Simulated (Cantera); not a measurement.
Feed: 1 mol borazine, 27 mol N2, equilibrated at 1427 °C and 0.0370 bar.

Method: chemical equilibrium by Gibbs-energy minimisation in Cantera with the NASA 1993 tables (ideal gas, pure condensed phases). Candidate condensed phases: B, BN; 15 gas species. The feed counts by its element totals alone. Equilibrium is a limit: real reactors are often held back by kinetics, nucleation or transport.

Base state: N2 0.900, H2 0.0999, H 0.000242 (mole fractions); condensed: BN(s).

Problem. What changes in the equilibrium state with this change: pressure from 0.0370 bar to 0.000220 bar?

Solution. 
| species | before | after |
|---|---|---|
| N2 | 0.900 | 0.899 |
| H2 | 0.0999 | 0.0983 |
| H | 0.000242 | 0.00311 |
| BN(s), mol | 3.00 | 3.00 |
